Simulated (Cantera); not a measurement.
Equilibrium for boron, boron nitride and boron oxide: B2H6 + O2 + N2

Charge: 1 mol B2H6, a varied amount of O2, 6.8 mol N2, at 1473.15 K and 0.00200 bar.

Method: chemical equilibrium by Gibbs-energy minimisation in Cantera with the NASA 1993 tables (ideal gas, pure condensed phases). Candidate condensed phases: B, BN, B2O3, B3O3H3, H2O; 39 gas species. The feed counts by its element totals alone. N2 is the only nitrogen source here; it is nearly inert below about 1500 K, so the nitride shown seldom forms there in practice. Mutual solubility and eutectic melting of coexisting phases are not modelled. Gases not in the tables: H3BO3. Equilibrium is a limit: real reactors are often held back by kinetics, nucleation or transport.

From 1 mol O2 to 1.4 mol O2 the condensed part is BN(s) + B2O3(l). From 1.8 mol O2 to 2.4 mol O2 the condensed part is B2O3(l). From 3.2 mol O2 to 7.6 mol O2 nothing is condensed.

```tsv
n(O2) (mol)	x N2	x H2	x O2	x H2O	x HBO2	n BN(s)	n B2O3(l)
1	0.675	0.308	<1e-12	0.000268	0.00696	0.676	0.548
1.4	0.683	0.299	<1e-12	0.000261	0.00688	0.143	0.812
1.8	0.666	0.235	9.90e-12	0.0252	0.0675	0	0.591
2.4	0.642	0.113	7.00e-10	0.102	0.136	0	0.214
3.2	0.618	4.10e-5	0.0179	0.187	0.171	0	0
4.3	0.562	1.53e-5	0.107	0.170	0.155	0	0
5.7	0.503	1.00e-5	0.199	0.152	0.139	0	0
7.6	0.441	7.19e-6	0.298	0.134	0.122	0	0
```
x: gas mole fraction; n: condensed amount in mol.
